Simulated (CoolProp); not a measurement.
Vapour pressure (kPa) of propylene: the reference equation beside estimates from Tc = 91.1 °C, pc = 4555 kPa, ω = 0.146. Clausius-Clapeyron is anchored at -25.55 °C with a constant enthalpy of vaporisation of 17.37 kJ/mol.

Computed with CoolProp (reference Helmholtz-energy equation of state, Lemmon 2013).

```json
[
 {"T (°C)": "-43.45", "reference": "122.0", "Lee-Kesler": "120.9", "Clausius-Clapeyron": "129.6", "Redlich-Kwong": "154.5", "Soave-Redlich-Kwong": "121.0", "Peng-Robinson": "122.6"},
 {"T (°C)": "-38.95", "reference": "147.9", "Lee-Kesler": "146.8", "Clausius-Clapeyron": "154.4", "Redlich-Kwong": "186.3", "Soave-Redlich-Kwong": "146.9", "Peng-Robinson": "148.3"},
 {"T (°C)": "-34.45", "reference": "177.7", "Lee-Kesler": "176.8", "Clausius-Clapeyron": "182.7", "Redlich-Kwong": "222.7", "Soave-Redlich-Kwong": "176.8", "Peng-Robinson": "178.0"},
 {"T (°C)": "-30.05", "reference": "211.2", "Lee-Kesler": "210.5", "Clausius-Clapeyron": "214.0", "Redlich-Kwong": "263.0", "Soave-Redlich-Kwong": "210.4", "Peng-Robinson": "211.2"},
 {"T (°C)": "-25.55", "reference": "250.2", "Lee-Kesler": "249.8", "Clausius-Clapeyron": "250.2", "Redlich-Kwong": "309.6", "Soave-Redlich-Kwong": "249.6", "Peng-Robinson": "250.0"},
 {"T (°C)": "-21.15", "reference": "293.5", "Lee-Kesler": "293.3", "Clausius-Clapeyron": "290.0", "Redlich-Kwong": "360.8", "Soave-Redlich-Kwong": "293.1", "Peng-Robinson": "293.0"},
 {"T (°C)": "-16.65", "reference": "343.3", "Lee-Kesler": "343.4", "Clausius-Clapeyron": "335.4", "Redlich-Kwong": "419.1", "Soave-Redlich-Kwong": "343.4", "Peng-Robinson": "342.6"},
 {"T (°C)": "-12.15", "reference": "399.2", "Lee-Kesler": "399.7", "Clausius-Clapeyron": "385.9", "Redlich-Kwong": "484.0", "Soave-Redlich-Kwong": "399.8", "Peng-Robinson": "398.2"},
 {"T (°C)": "-7.75", "reference": "460.1", "Lee-Kesler": "461.2", "Clausius-Clapeyron": "440.7", "Redlich-Kwong": "554.1", "Soave-Redlich-Kwong": "461.5", "Peng-Robinson": "459.0"},
 {"T (°C)": "-3.25", "reference": "529.4", "Lee-Kesler": "530.9", "Clausius-Clapeyron": "502.5", "Redlich-Kwong": "632.9", "Soave-Redlich-Kwong": "531.7", "Peng-Robinson": "528.1"}
]
```

Absolute difference from the reference over all 10 rows, mean and median: Lee-Kesler 0.3 and 0.3 %, Clausius-Clapeyron 3.1 and 3.1 %, Redlich-Kwong 23.2 and 23.3 %, Soave-Redlich-Kwong 0.4 and 0.3 %, Peng-Robinson 0.2 and 0.2 %.
